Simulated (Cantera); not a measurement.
A perfectly stirred reactor is fed with CH₄ : H₂ : O₂ : N₂ = 1 : 0.94 : 4.26 : 16 (molar parts), at 1.01 bar; it is adiabatic with a 625 K inlet, and is followed from long to short residence time, starting on the burning branch (τ in s: 0.066, 0.035, 0.018, 0.0097, 0.0051, 0.0027, 0.0014, 0.00075, 0.0004, 0.00021, 0.00011, 5.8e-05).

Model: GRI-Mech 3.0 (53 species, 325 reactions), integrated in Cantera.

x: mole fraction; the columns are a selection and need not sum to one.

| τ (s) | T (K) | x CH₄ | x H₂ | x O₂ | x CO | x CH₃ | x H₂O |
|---|---|---|---|---|---|---|---|
| 0.066 | 1915 | (withheld) | 0.000209 | 0.0820 | 0.000388 | 1.78e-6 | 0.134 |
| 0.035 | 1911 | (withheld) | 0.000299 | 0.0819 | 0.000568 | 2.64e-6 | 0.134 |
| 0.018 | 1904 | (withheld) | 0.000445 | 0.0819 | 0.000858 | 3.88e-6 | 0.133 |
| 0.0097 | 1895 | (withheld) | 0.000649 | 0.0820 | 0.00126 | 5.45e-6 | 0.132 |
| 0.0051 | 1882 | (withheld) | 0.000957 | 0.0821 | 0.00187 | 7.69e-6 | 0.132 |
| 0.0027 | 1863 | (withheld) | 0.00139 | 0.0823 | 0.00274 | 1.08e-5 | 0.130 |
| 0.0014 | 1837 | (withheld) | 0.00200 | 0.0827 | 0.00399 | 1.54e-5 | 0.129 |
| 0.00075 | 1804 | (withheld) | 0.00276 | 0.0834 | 0.00563 | 2.20e-5 | 0.127 |
| 0.00040 | 1762 | (withheld) | 0.00371 | 0.0845 | 0.00787 | 3.24e-5 | 0.125 |
| 0.00021 | 1707 | (withheld) | 0.00493 | 0.0866 | 0.0111 | 5.06e-5 | 0.122 |
| 0.00011 | 1637 | (withheld) | 0.00660 | 0.0904 | 0.0157 | 8.64e-5 | 0.119 |
| 5.8e-5 | 1545 | (withheld) | 0.00984 | 0.0983 | 0.0225 | 0.000181 | 0.113 |

### Question
Complete the blanks.

### Answer

- 0.066, x CH₄: 6.41e-6
- 0.035, x CH₄: 9.79e-6
- 0.018, x CH₄: 1.50e-5
- 0.0097, x CH₄: 2.21e-5
- 0.0051, x CH₄: 3.33e-5
- 0.0027, x CH₄: 5.01e-5
- 0.0014, x CH₄: 7.78e-5
- 0.00075, x CH₄: 0.000122
- 0.00040, x CH₄: 0.000199
- 0.00021, x CH₄: 0.000352
- 0.00011, x CH₄: 0.000700
- 5.8e-5, x CH₄: 0.00177
